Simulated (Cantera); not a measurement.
**Diamond growth**

A diamond (100) surface in a fixed gas of H2 with x(CH4) = 0.0061, x(H) = 0.019, x(CH3) = 8.1e-05, at 1400 K; coverages are run to steady state.

Model: the Harris–Goodwin 1993 mechanism for the reconstructed diamond (100) surface, integrated in Cantera.

| P (Pa) | growth (µm/h) | θ c6HH | θ c6H* | θ c6*H | θ c6** |
|---|---|---|---|---|---|
| 1200 | 0.206 | 0.328 | 0.0598 | 0.547 | 0.0650 |
| 1700 | 0.322 | 0.328 | 0.0598 | 0.547 | 0.0650 |
| 2500 | 0.523 | 0.328 | 0.0599 | 0.547 | 0.0650 |
| 3600 | 0.829 | 0.328 | 0.0599 | 0.547 | 0.0651 |
| 5200 | 1.33 | 0.328 | 0.0599 | 0.547 | 0.0651 |
| 7600 | 2.18 | 0.328 | 0.0600 | 0.547 | 0.0651 |
| 11000 | 3.59 | 0.328 | 0.0602 | 0.546 | 0.0651 |
| 16000 | 6.07 | 0.328 | 0.0603 | 0.546 | 0.0652 |
θ: site fractions in the mechanism's names (c6HH fully hydrogenated, c6H* and c6*H radical sites, c6** diradical, c6HM methylated).
